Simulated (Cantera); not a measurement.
What does this Cantera script print?

```python
import numpy as np
import cantera as ct

gas_names = """
    H HNO HNO2 HNO3 HO2 H2 H2O H2O2 N NH NH2 NH3 NH2OH NO NO2 NO3 N2 N2H2 N2H4 N2O O OH O2 O3 Si SiH
    SiH2 SiH3 SiH4 SiN SiO SiO2 Si2 Si2N Si3
""".split()
cond_names = """
    H2O(s) H2O(L) Si(cr) Si(L) SiO2(Lqz) SiO2(hqz) SiO2(L) Si2N2O(s) Si3N4(a)
""".split()


# ... load() reads the species with a 1 bar reference pressure and builds the phases ...
atoms = {
    'Si3N4': {'Si': 3, 'N': 4},
    'O2': {'O': 2},
    'H2': {'H': 2},
}
top_T = {'Si2N2O(s)': 2100, 'Si3N4(a)': 2400}  # K; cautious upper limits of use, not melting points


# ... equilibrate(T, P, feed) seeds the gas with the atoms and calls Mixture.equilibrate('TP', solver="vcs", rtol=1e-11, max_steps=5000) ...
results = []
feed = {'Si3N4': 1, 'O2': 0.0076, 'H2': 820}  # mol
P = 100000  # Pa
for T in [1375, 1425, 1475, 1525, 1575, 1625, 1675, 1725, 1775, 1825, 1875]:
    mix = equilibrate(T, P, feed)
    results.append((T, P, feed, dict(zip(mix.species_names, mix.species_moles))))
    x = sorted(zip(gas.X, gas.species_names), reverse=True)
    print(f"T = {T:g} K  P = {P:g} Pa  gas = {mix.phase_moles(0):.4g} mol")
    print("   x: " + "  ".join(f"{s} {v:.3e}" for v, s in x if v > 1e-05))
    print("   condensed (mol): " + ("  ".join(f"{mix.phase(i).name} {mix.phase_moles(i):.4g}"
          for i in range(1, mix.n_phases) if mix.phase_moles(i) > 1e-12) or "none"))
```

Output:

```
T = 1375 K  P = 100000 Pa  gas = 820 mol
   x: H2 1.000e+00
   condensed (mol): Si2N2O(s) 0.01518  Si3N4(a) 0.9897
T = 1425 K  P = 100000 Pa  gas = 820 mol
   x: H2 1.000e+00  N2 1.000e-05
   condensed (mol): Si(cr) 0.003587  Si2N2O(s) 0.01509  Si3N4(a) 0.9883
T = 1475 K  P = 100000 Pa  gas = 820 mol
   x: H2 1.000e+00  N2 2.873e-05  H 1.297e-05
   condensed (mol): Si(cr) 0.02604  Si2N2O(s) 0.01481  Si3N4(a) 0.9807
T = 1525 K  P = 100000 Pa  gas = 820.1 mol
   x: H2 9.999e-01  N2 7.689e-05  H 2.366e-05
   condensed (mol): Si(cr) 0.08402  Si2N2O(s) 0.0139  Si3N4(a) 0.9614
T = 1575 K  P = 100000 Pa  gas = 820.2 mol
   x: H2 9.998e-01  N2 1.930e-04  H 4.155e-05
   condensed (mol): Si(cr) 0.2241  Si2N2O(s) 0.01116  Si3N4(a) 0.9151
T = 1625 K  P = 100000 Pa  gas = 820.4 mol
   x: H2 9.994e-01  N2 4.571e-04  H 7.053e-05  SiO 1.421e-05
   condensed (mol): Si(cr) 0.5429  Si2N2O(s) 0.003507  Si3N4(a) 0.8105
T = 1675 K  P = 100000 Pa  gas = 820.9 mol
   x: H2 9.988e-01  N2 1.027e-03  H 1.160e-04  SiO 1.848e-05  SiH2 1.123e-05
   condensed (mol): Si(cr) 1.239  Si3N4(a) 0.5782
T = 1725 K  P = 100000 Pa  gas = 822.1 mol
   x: H2 9.973e-01  N2 2.432e-03  H 1.855e-04  SiO 1.846e-05  SiH2 1.720e-05
   condensed (mol): Si(L) 2.967
T = 1775 K  P = 100000 Pa  gas = 822.1 mol
   x: H2 9.972e-01  N2 2.432e-03  H 2.890e-04  SiH2 2.497e-05  SiO 1.846e-05
   condensed (mol): Si(L) 2.959
T = 1825 K  P = 100000 Pa  gas = 822.2 mol
   x: H2 9.971e-01  N2 2.432e-03  H 4.398e-04  SiH2 3.550e-05  SiO 1.847e-05
   condensed (mol): Si(L) 2.946
T = 1875 K  P = 100000 Pa  gas = 822.3 mol
   x: H2 9.968e-01  N2 2.431e-03  H 6.545e-04  SiH2 4.953e-05  SiO 1.847e-05
   condensed (mol): Si(L) 2.928
```

Method: chemical equilibrium by Gibbs-energy minimisation in Cantera with the NASA 1993 tables (ideal gas, pure condensed phases). Mutual solubility and eutectic melting of coexisting phases are not modelled. Gases not in the tables: Si2H6 and higher silanes.
